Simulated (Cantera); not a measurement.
Cantera run:

```python
import numpy as np
import cantera as ct

gas_names = """
    O2 SiO CO2
""".split()
cond_names = """
    V(cr) V(L) V2O5(s) V2O5(L) Si(cr) Si(L) C(gr)
""".split()


# ... load() reads the species with a 1 bar reference pressure and builds the phases ...
species = {s.name: s for s in load("nasa_gas.yaml", gas_names) + load("nasa_condensed.yaml", cond_names)}
# Each term lists the table entries of one substance; the one whose range holds T is used.
reactions = {
    '0.8 V + O2(g) = 0.4 V2O5':
        [(-0.8, ['V(cr)', 'V(L)']), (-1, ['O2']), (0.4, ['V2O5(s)', 'V2O5(L)'])],
    '2 Si + O2(g) = 2 SiO(g)':
        [(-2, ['Si(cr)', 'Si(L)']), (-1, ['O2']), (2, ['SiO'])],
    'C + O2(g) = CO2(g)':
        [(-1, ['C(gr)']), (-1, ['O2']), (1, ['CO2'])],
}


def pick(names, T):
    return next(species[n] for n in names if species[n].thermo.min_temp <= T <= species[n].thermo.max_temp)


results = []
for label, terms in reactions.items():
    print(label)
    print("     T/K   dH/kJ  dS/(J/K)   dG/kJ   log10 K")
    for T in [2150, 2200, 2250, 2300, 2350, 2400, 2450, 2500]:
        used = [(nu, pick(names, T)) for nu, names in terms]
        dH = sum(nu * s.thermo.h(T) for nu, s in used) / 1e6
        dS = sum(nu * s.thermo.s(T) for nu, s in used) / 1e3
        dG = dH - T * dS / 1e3
        logK = -dG * 1e6 / (ct.gas_constant * T * np.log(10))
        results.append((label, T, dH, dS, dG, logK, [s.name for _, s in used]))
        print(f"{T:8g} {dH:8.1f} {dS:8.1f} {dG:8.1f} {logK:8.2f}")
```

It prints:

```
0.8 V + O2(g) = 0.4 V2O5
     T/K   dH/kJ  dS/(J/K)   dG/kJ   log10 K
    2150   -573.1   -125.8   -302.6     7.35
    2200   -591.2   -134.1   -296.3     7.03
    2250   -591.2   -134.0   -289.6     6.72
    2300   -591.1   -134.0   -282.8     6.42
    2350   -591.1   -134.0   -276.1     6.14
    2400   -591.0   -134.0   -269.4     5.86
    2450   -591.0   -134.0   -262.7     5.60
    2500   -591.0   -134.0   -256.0     5.35
2 Si + O2(g) = 2 SiO(g)
     T/K   dH/kJ  dS/(J/K)   dG/kJ   log10 K
    2150   -332.3     90.5   -526.8    12.80
    2200   -333.2     90.0   -531.3    12.62
    2250   -334.1     89.6   -535.8    12.44
    2300   -335.0     89.3   -540.3    12.27
    2350   -335.9     88.9   -544.7    12.11
    2400   -336.8     88.5   -549.2    11.95
    2450   -337.7     88.1   -553.6    11.80
    2500   -338.6     87.7   -558.0    11.66
C + O2(g) = CO2(g)
     T/K   dH/kJ  dS/(J/K)   dG/kJ   log10 K
    2150   -397.2     -0.5   -396.2     9.63
    2200   -397.4     -0.5   -396.2     9.41
    2250   -397.5     -0.6   -396.2     9.20
    2300   -397.7     -0.7   -396.1     9.00
    2350   -397.8     -0.7   -396.1     8.80
    2400   -398.0     -0.8   -396.1     8.62
    2450   -398.1     -0.9   -396.0     8.44
    2500   -398.3     -0.9   -396.0     8.27
```

Source: NASA polynomial tables (part measured, part estimated), evaluated in Cantera. Condensed species are held in their standard states even where they would react or evaporate.
